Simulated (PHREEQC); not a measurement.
A solution holds 0.22 mol/kgw KOH, 0.01 mol/kgw NaAlO2 and 0.018 mol/kgw K2CO3, at 25 °C. Closed to the air; pH follows from the charge balance.

All values are PHREEQC results (ion-association model, phreeqc.dat), not measurements.

Question: The ionic strength comes out as 0.282 mol/kgw. What activity coefficients do OH-, HCO3-, Al(OH)4-, CO3-2, Na+ get?

Answer: OH- 0.68, HCO3- 0.72, Al(OH)4- 0.70, CO3-2 0.28, Na+ 0.73.

No solid was allowed to form.
